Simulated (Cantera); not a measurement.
An isothermal, constant-pressure homogeneous reactor starts with NO : N2 = 1 : 2.1 (molar parts), at 2173 K and 158 Torr.

Computed with Cantera and GRI-Mech 3.0 (53 species, 325 reactions).

Question: Predict: x(NO) at 2.00 s; x(O) at 2.00 s; x(N2O) at 2.00 s; x(N2) at 2.00 s; x(O2) at 2.00 s; x(NO2) at 2.00 s.

Answer: 
| Property | Result |
|---|---|
| x(NO) at 2.00 s | 0.0163 (gas-phase equilibrium 0.0105) |
| x(O) at 2.00 s | 0.00195 (gas-phase equilibrium 0.00196) |
| x(N2O) at 2.00 s | 3.32e-7 (gas-phase equilibrium 2.76e-7) |
| x(N2) at 2.00 s | 0.830 (gas-phase equilibrium 0.833) |
| x(O2) at 2.00 s | 0.152 (gas-phase equilibrium 0.155) |
| x(NO2) at 2.00 s | 8.37e-6 (gas-phase equilibrium 5.46e-6) |
